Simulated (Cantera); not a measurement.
A closed system holds: 1 mol SiCl4, 6.2 mol H2, at 875 K and 0.540 bar.

Cantera equilibrium calculation (NASA polynomials, part measured and part estimated; ideal gas, pure solids and liquids). Candidate condensed phases: Si; 19 gas species. The tables' values for SiCl3 are old estimates; treat these amounts as uncertain. Equilibrium is a limit: real reactors are often held back by kinetics, nucleation or transport.

Base state: H2 0.846, SiCl4 0.124, HCl 0.0153, SiHCl3 0.0149, SiH2Cl2 0.000165, SiCl3 6.10e-5 (mole fractions); condensed: gas only.

Problem. What changes in the equilibrium state with this change: temperature from 875 K to 973 K?

Solution. 
| species | before | after |
|---|---|---|
| H2 | 0.846 | 0.837 |
| SiCl4 | 0.124 | 0.115 |
| HCl | 0.0153 | 0.0240 |
| SiHCl3 | 0.0149 | 0.0226 |
| SiCl2 | 1.74e-6 | 4.16e-5 |
| SiCl3 | 6.10e-5 | 0.000409 |
| SiH2Cl2 | 0.000165 | 0.000462 |

Problem. What changes in the equilibrium state with this change: SiCl4 replaced by Si?

Solution. 
```json
[
 {"species": "H2", "before": "0.846", "after": "1.00"},
 {"species": "SiCl4", "before": "0.124", "after": "0"},
 {"species": "HCl", "before": "0.0153", "after": "0"},
 {"species": "SiHCl3", "before": "0.0149", "after": "0"},
 {"species": "SiH2Cl2", "before": "0.000165", "after": "0"},
 {"species": "SiCl3", "before": "6.10e-5", "after": "0"},
 {"species": "Si(s), mol", "before": "0", "after": "1.000"}
]
```
